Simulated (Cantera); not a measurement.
Feed: 1 mol Si, 2.3 mol H2O, 6.8 mol N2, 0.01 mol O2, held at 0.000240 bar.

Cantera equilibrium calculation (NASA polynomials, part measured and part estimated; ideal gas, pure solids and liquids). Candidate condensed phases: H2O, Si, SiO2, Si2N2O, Si3N4; 35 gas species. The tables hold silica as quartz up to 1696 K and as liquid above; real silica turns to tridymite and cristobalite and melts near 1996 K. Kinetics and transport are ignored.

### Question
What share of the Si ends up in condensed phases as a function of T (K), at 1698, 1748, 1798, 1848, 1898, 1948, 1998, 2048, 2098, 2148?

### Answer
```csv
T (K),Si condensed (%),as
1698,94.8,SiO2(condensed)
1748,87.7,SiO2(condensed)
1798,75.3,SiO2(condensed)
1848,56.6,SiO2(condensed)
1898,31.7,SiO2(condensed)
1948,2.0,SiO2(condensed)
1998,0.0,-
2048,0.0,-
2098,0.0,-
2148,0.0,-
```
